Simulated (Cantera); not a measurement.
An adiabatic, constant-volume homogeneous reactor starts with CH₄ : O₂ : N₂ = 1 : 2.99 : 11.2 (molar parts), equivalence ratio 0.67, at 1173 K and 5.00 bar. Integrator tolerance rtol = 1e-08.

Detailed kinetics in Cantera: GRI-Mech 3.0 (53 species, 325 reactions).

**Question.** What does this change do: N2 11.2 to 28 parts?

**Answer.** 
```json
[
 {"quantity": "time of steepest temperature rise", "before": "11.2 ms", "after": "27.2 ms"},
 {"quantity": "temperature at 0.800 s", "before": "2679 K", "after": "2044 K"},
 {"quantity": "equilibrium temperature", "before": "2679 K", "after": "2042 K"},
 {"quantity": "x(CH₄) at 0.800 s", "before": "<1e-12 (gas-phase equilibrium <1e-12)", "after": "<1e-12 (gas-phase equilibrium <1e-12)"},
 {"quantity": "x(O₂) at 0.800 s", "before": "0.0574 (gas-phase equilibrium 0.0574)", "after": "0.0295 (gas-phase equilibrium 0.0291)"},
 {"quantity": "x(HO₂) at 0.800 s", "before": "1.70e-5 (gas-phase equilibrium 1.70e-5)", "after": "1.05e-6 (gas-phase equilibrium 1.03e-6)"},
 {"quantity": "x(CH₂CO) at 0.800 s", "before": "<1e-12 (gas-phase equilibrium <1e-12)", "after": "<1e-12 (gas-phase equilibrium <1e-12)"},
 {"quantity": "x(O) at 0.800 s", "before": "0.00234 (gas-phase equilibrium 0.00234)", "after": "5.45e-5 (gas-phase equilibrium 5.33e-5)"}
]
```

**Question.** What does this change do: constant pressure in place of constant volume?

**Answer.** 
| quantity | before | after |
|---|---|---|
| time of steepest temperature rise | 11.2 ms | 11.6 ms |
| temperature at 0.800 s | 2679 K | 2437 K |
| equilibrium temperature | 2679 K | 2437 K |
| x(CH₄) at 0.800 s | <1e-12 (gas-phase equilibrium <1e-12) | <1e-12 (gas-phase equilibrium <1e-12) |
| x(O₂) at 0.800 s | 0.0574 (gas-phase equilibrium 0.0574) | 0.0595 (gas-phase equilibrium 0.0595) |
| x(HO₂) at 0.800 s | 1.70e-5 (gas-phase equilibrium 1.70e-5) | 7.89e-6 (gas-phase equilibrium 7.89e-6) |
| x(CH₂CO) at 0.800 s | <1e-12 (gas-phase equilibrium <1e-12) | <1e-12 (gas-phase equilibrium <1e-12) |
| x(O) at 0.800 s | 0.00234 (gas-phase equilibrium 0.00234) | 0.00115 (gas-phase equilibrium 0.00115) |

**Question.** What does this change do: N2 11.2 to 17 parts?

**Answer.** 
```csv
quantity,before,after
time of steepest temperature rise,11.2 ms,16.5 ms
temperature at 0.800 s,2679 K,2393 K
equilibrium temperature,2679 K,2393 K
x(CH₄) at 0.800 s,<1e-12 (gas-phase equilibrium <1e-12),<1e-12 (gas-phase equilibrium <1e-12)
x(O₂) at 0.800 s,0.0574 (gas-phase equilibrium 0.0574),0.0425 (gas-phase equilibrium 0.0425)
x(HO₂) at 0.800 s,1.70e-5 (gas-phase equilibrium 1.70e-5),5.56e-6 (gas-phase equilibrium 5.56e-6)
x(CH₂CO) at 0.800 s,<1e-12 (gas-phase equilibrium <1e-12),<1e-12 (gas-phase equilibrium <1e-12)
x(O) at 0.800 s,0.00234 (gas-phase equilibrium 0.00234),0.000542 (gas-phase equilibrium 0.000542)
```
